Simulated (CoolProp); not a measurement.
R236EA at 304.85 K and 0.5 MPa flows at 25 m/s in a round tube of 2 mm bore and 45 µm roughness, fully developed (64/Re and Nu = 3.66 if laminar; Colebrook and Gnielinski if turbulent). Each further row changes one setting.

Values from CoolProp's reference Helmholtz-energy equation of state, Rui 2013.

```tsv
case	Reynolds number	Darcy friction factor	pressure drop (Pa/m)	heat-transfer coefficient (W/(m² K))	mass flow (kg/h)
as stated	200000	0.0511	1.12e7	87300	397
velocity 50 m/s	400000	0.0510	4.48e7	175000	795
diameter 4 mm	400000	0.0396	4350000	74000	1590
```

Viscosity comes from a separate model (Huber 2003), an estimate that may be off by 10 % or more. Thermal conductivity comes from a separate model (Huber 2003), an estimate that may be off by 10 % or more.
